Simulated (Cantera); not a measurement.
**Low-pressure radical oxidation in H2/O2**

A perfectly stirred reactor is fed with 0.752 % H₂, 80.0 % O₂, 19.2 % N₂, equivalence ratio 0.0047, at 1.20 Torr; it is held at 1400 K, and followed from long to short residence time.

Model: GRI-Mech 3.0 (53 species, 325 reactions), integrated in Cantera. Radical loss at walls, strong at low pressure, is not modelled.

| τ (s) | x H₂ | x O₂ | x NO | x O | x H₂O₂ | x N₂O | x H |
|---|---|---|---|---|---|---|---|
| 5.4 | 3.43e-5 | 0.794 | 3.92e-8 | 0.00589 | 8.80e-10 | 7.61e-10 | 0.000171 |
| 1.7 | 5.51e-5 | 0.793 | 1.34e-8 | 0.00636 | 9.30e-10 | 6.91e-10 | 0.000196 |
| 0.51 | 0.000119 | 0.793 | 4.01e-9 | 0.00644 | 1.02e-9 | 5.35e-10 | 0.000214 |
| 0.16 | 0.000304 | 0.793 | 1.19e-9 | 0.00621 | 1.23e-9 | 3.09e-10 | 0.000240 |
| 0.048 | 0.000868 | 0.794 | 3.10e-10 | 0.00548 | 1.64e-9 | 1.17e-10 | 0.000276 |
| 0.015 | 0.00235 | 0.795 | 6.79e-11 | 0.00394 | 1.95e-9 | 3.01e-11 | 0.000265 |
| 0.0046 | 0.00612 | 0.799 | 4.29e-12 | 0.000944 | 6.08e-10 | 2.33e-12 | 7.80e-5 |
x: mole fraction; the columns are a selection and need not sum to one.
